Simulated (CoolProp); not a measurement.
A single-stage vapour-compression cycle with R245fa: evaporating at 298.15 K (dew point), condensing at 331.15 K (bubble point), superheat 2 K, subcooling 0 K, compressor efficiency 0.75, no pressure losses. Each further row changes one setting.

Model: reference Helmholtz-energy equation of state, Akasaka 2015, in CoolProp.

```csv
case,cooling COP,pressure ratio,discharge temperature (K),refrigerating effect (kJ/kg),volumetric capacity (kJ/m³)
as stated,5.78,2.94,334.3,148,1250
evaporating temperature 303.15 K,7.09,2.45,333.9,152,1520
condensing temperature 326.15 K,7.01,2.54,329.4,155,1310
subcooling 5 K,6.05,2.94,334.3,155,1310
superheat 12 K,5.88,2.94,344.3,157,1270
compressor efficiency 0.65,5.01,2.94,338.1,148,1250
```
